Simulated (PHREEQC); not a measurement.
A solution holds 3.8 mol/kgw KCl, 1 mol/kgw SrCl2 and 0.00078 mol/kgw H4SiO4, at 18 °C. Closed to the air; pH follows from the charge balance.

Computed with PHREEQC (Pitzer model, pitzer.dat).

Each row changes one thing in this solution. No solid was allowed to form.

| case | pH | H3SiO4- (mol/kgw) | SI of Sylvite (KCl) | SI of SiO2(a) (SiO2) |
|---|---|---|---|---|
| as made | 5.92 | 3.65e-7 | +0.18 | -0.24 |
| SrCl2 left out | 6.19 | 4.10e-7 | -0.16 | -0.27 |
| diluted 2-fold with water | 6.29 | 3.40e-7 | -0.54 | -0.59 |
| SrCl2 from 1 to 1.1 mol/kgw | 5.89 | 3.59e-7 | +0.21 | -0.24 |
| temperature from 18 to 35 °C | 5.79 | 5.14e-7 | +0.04 | -0.38 |
| diluted 10-fold with water | 6.82 | 1.24e-7 | -1.87 | -1.36 |

Some of these states are supersaturated (in Sylvite, for instance). In brines, pH and single-ion activities rest on the MacInnes convention.
